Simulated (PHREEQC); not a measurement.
A column of 0.5 m (30 cells, dispersivity 0.025 m, 60 s a shift, diffusion coefficient 3e-10 m²/s) holds 0.12 eq of the database's cation exchanger X per kg of pore water, first in equilibrium with 1.7 mmol/kgw LiCl, 6.2 mmol/kgw (NH4)2SO4 and 0.01 mmol/kgw HCl. It is flushed with 45 mmol/kgw NaCl and 0.01 mmol/kgw HCl, at 40 °C. Values are for the last cell. CO2 from the air is kept out. No solid was allowed to form.

Equilibrium calculation in PHREEQC: ion-association model, phreeqc.dat.

Q: Predict Na in solution (mol/kgw) at pore volumes = 0.8167, 3.217, 4.017, 4.283, 5.883.

A: 
| pore volumes | Na in solution (mol/kgw) |
|---|---|
| 0.8167 | 4.12e-5 |
| 3.217 | 0.0284 |
| 4.017 | 0.0324 |
| 4.283 | 0.0334 |
| 5.883 | 0.0377 |

Complexes and solids missing from the database can't appear. At this temperature some constants are extrapolated from 25 °C, and those without enthalpy data are left unchanged.
